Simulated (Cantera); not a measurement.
# Catalytic combustion on Pt

An isothermal plug-flow reactor at 850 K and 4.93 atm (inlet), inlet velocity 0.91 m/s, active area per volume 140 1/m; feed 0.323 % H2, 16.7 % O2, 82.2 % N2, 0.770 % H2O.

Detailed kinetics in Cantera: Deutschmann's 1995 Pt surface mechanism with GRI-Mech 3.0 gas chemistry. Catalytic surfaces can have several steady states; this one follows from the mechanism file's or the stated starting coverage. Mass transfer to the wall is taken as infinitely fast.

```
z (m)        x H2   x O2    x H2O  θ free Pt   θ O*    θ OH*
-------  --------  -----  -------  ---------  -----  -------
0.00027   0.00300  0.166  0.00793     0.0480  0.948  0.00381
0.00048   0.00285  0.166  0.00809     0.0467  0.950  0.00378
0.00085   0.00260  0.166  0.00834     0.0446  0.952  0.00373
0.0015    0.00223  0.166  0.00870     0.0417  0.955  0.00365
0.0027    0.00173  0.166  0.00921     0.0379  0.959  0.00353
0.0048    0.00115  0.166  0.00979     0.0339  0.963  0.00340
0.0085   0.000607  0.165   0.0103     0.0305  0.966  0.00328
0.015    0.000217  0.165   0.0107     0.0283  0.969  0.00320
0.027     3.60e-5  0.165   0.0109     0.0273  0.970  0.00316
```
x: gas mole fraction; θ: surface coverage.
